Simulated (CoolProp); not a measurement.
A single-stage vapour-compression cycle with the fluid: evaporating at 326.15 K (dew point), condensing at 389.15 K (bubble point), superheat 2 K, subcooling 2 K, compressor efficiency 0.65, no pressure losses. The same conditions are run with several fluids, on thermodynamics alone (safety and materials aside).

The numbers come from the reference Helmholtz-energy equation of state of each fluid (1,2-dichloroethane: Thol 2015; ethanol: Schroeder 2014; cyclohexane: Zhou 2014; R236EA: Rui 2013; cyclopentane: Gedanitz 2015) in CoolProp.

```tsv
fluid	cooling COP	pressure ratio	discharge temperature (K)	refrigerating effect (kJ/kg)	volumetric capacity (kJ/m³)
1,2-dichloroethane	2.87	7.27	431.8	259	(withheld)
ethanol	2.87	11.1	472.1	(withheld)	411
cyclohexane	(withheld)	(withheld)	392.1	247	314
R236EA	1.67	(withheld)	389.1	53.9	1710
cyclopentane	2.63	5.23	(withheld)	259	(withheld)
```

**Question.** What belongs in the gaps?

**Answer.** 
- 1,2-dichloroethane, volumetric capacity (kJ/m³): 333
- ethanol, refrigerating effect (kJ/kg): 707
- cyclohexane, cooling COP: 2.62
- cyclohexane, pressure ratio: 6.47
- R236EA, pressure ratio: 4.41
- cyclopentane, discharge temperature (K): 401.1
- cyclopentane, volumetric capacity (kJ/m³): 792

The compression ends wet for: R236EA.
